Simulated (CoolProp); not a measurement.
The numbers come from the reference Helmholtz-energy equation of state, de Reuck 1990 in CoolProp.

Q: Give the vapour pressure (MPa), vapour density (kg/m³) of saturated fluorine at 106.8 K.

A: 
| T (K) | p (MPa) | vapour density (kg/m³) |
|---|---|---|
| 106.8 | 0.714 | 35.0 |
